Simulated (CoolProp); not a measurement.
Vapour-liquid equilibrium of R143a (1) + R125 (2) at 178.4 K; x and y are mole fractions of (1).

Values from CoolProp's multi-fluid Helmholtz-energy mixture model, Lemmon and Jacobsen 2000 and Lemmon 2005; pair parameters Lemmon 2004.

Problem. Give the bubble pressure and the first vapour's composition at x = 0.65, 0.8, 0.95. Is there an azeotrope?

Solution. x = 0.65: 0.004735 MPa, y = 0.685; x = 0.8: 0.004900 MPa, y = 0.839; x = 0.95: 0.005124 MPa, y = 0.965. y crosses x between x = 0.35 and 0.5: the model has an azeotrope there.

Pair parameters are fitted to limited data, so mixtures are less certain than the pure fluids.
